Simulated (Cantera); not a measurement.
A closed system holds: 1 mol V₂O₃, 310 mol H₂, 24 mol N₂, at 380 Pa.

Method: chemical equilibrium by Gibbs-energy minimisation in Cantera with the NASA 1993 tables (ideal gas, pure condensed phases). Candidate condensed phases: H₂O, V, VN, VO, V₂O₃, V₂O₄, V₂O₅; 28 gas species. VO: taken at fixed stoichiometry. Rates play no part.

x: gas mole fraction; n: condensed amount in mol.

| T (°C) | x H₂ | x N₂ | x H | x H₂O | x VO | x VO₂ | x V | n VO(s) |
|---|---|---|---|---|---|---|---|---|
| 1277 | 0.925 | 0.0718 | 0.000491 | 0.00299 | 5.52e-8 | … | 5.32e-10 | 2.00 |
| 1327 | 0.924 | 0.0718 | 0.000848 | 0.00299 | 1.99e-7 | … | 2.73e-9 | 2.00 |
| 1377 | 0.924 | 0.0718 | 0.00142 | 0.00299 | 6.63e-7 | … | 1.27e-8 | 2.00 |
| 1427 | 0.923 | 0.0718 | 0.00230 | 0.00299 | 2.05e-6 | … | 5.35e-8 | 2.00 |
| 1477 | 0.922 | 0.0717 | 0.00362 | 0.00298 | 5.91e-6 | … | 2.08e-7 | 1.99 |
| 1527 | 0.920 | 0.0717 | 0.00557 | 0.00296 | 1.60e-5 | … | 7.47e-7 | 1.99 |
| 1577 | 0.917 | 0.0715 | 0.00837 | 0.00293 | 4.10e-5 | … | 2.51e-6 | 1.97 |
| 1627 | 0.913 | 0.0714 | 0.0123 | 0.00288 | 9.97e-5 | … | 7.95e-6 | 1.93 |
| 1677 | 0.908 | 0.0712 | 0.0177 | 0.00279 | 0.000231 | … | 2.39e-5 | 1.85 |
| 1727 | 0.900 | 0.0709 | 0.0250 | 0.00266 | 0.000511 | … | 6.91e-5 | 1.68 |
| 1777 | 0.890 | 0.0705 | 0.0347 | 0.00251 | 0.00109 | … | 0.000191 | 1.36 |

Fill in the missing entries.


- 1277, x VO₂: 2.69e-7
- 1327, x VO₂: 7.48e-7
- 1377, x VO₂: 1.95e-6
- 1427, x VO₂: 4.77e-6
- 1477, x VO₂: 1.11e-5
- 1527, x VO₂: 2.44e-5
- 1577, x VO₂: 5.11e-5
- 1627, x VO₂: 0.000102
- 1677, x VO₂: 0.000194
- 1727, x VO₂: 0.000351
- 1777, x VO₂: 0.000607
